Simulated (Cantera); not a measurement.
An isothermal, constant-pressure homogeneous reactor starts with 96.2 % CH4, 3.79 % H2O, at 1325 K and 1.00 bar.

Model: GRI-Mech 3.0 (53 species, 325 reactions), integrated in Cantera. GRI-Mech 3.0 stops at C3 and has no aromatics, soot or wall deposition, so with more carbon than oxygen in the feed, carbon stays in small species such as C2H2 where larger ones or solid carbon would form.

x: mole fraction; the columns are a selection and need not sum to one.

| t (s) | x CH4 | x H2O | x CH2CO | x CH2 | x HO2 |
|---|---|---|---|---|---|
| 2.00e-5 | 0.962 | 0.0379 | <1e-12 | <1e-12 | <1e-12 |
| 7.17e-5 | 0.962 | 0.0379 | <1e-12 | <1e-12 | <1e-12 |
| 0.000257 | 0.962 | 0.0379 | <1e-12 | <1e-12 | <1e-12 |
| 0.000921 | 0.962 | 0.0379 | <1e-12 | 5.90e-12 | <1e-12 |
| 0.00330 | 0.962 | 0.0379 | <1e-12 | 8.72e-12 | <1e-12 |
| 0.0118 | 0.962 | 0.0379 | <1e-12 | 1.07e-11 | <1e-12 |
| 0.0424 | 0.961 | 0.0379 | 3.15e-12 | 1.70e-11 | <1e-12 |
| 0.152 | 0.958 | 0.0378 | 5.16e-10 | 2.97e-11 | <1e-12 |
| 0.545 | 0.942 | 0.0376 | … | 3.34e-11 | <1e-12 |
| 1.95 | 0.883 | 0.0365 | … | 2.99e-11 | <1e-12 |
| 7.00 | 0.730 | 0.0337 | … | 2.76e-11 | <1e-12 |
| 25.1 | 0.498 | 0.0294 | … | 4.50e-11 | <1e-12 |
| 90.0 | 0.459 | 0.0258 | … | 5.09e-11 | <1e-12 |

Question: Some entries are withheld; supply them.

Answer: 
- 0.545, x CH2CO: 3.87e-8
- 1.95, x CH2CO: 4.08e-7
- 7.00, x CH2CO: 8.95e-7
- 25.1, x CH2CO: 1.12e-6
- 90.0, x CH2CO: 1.01e-6
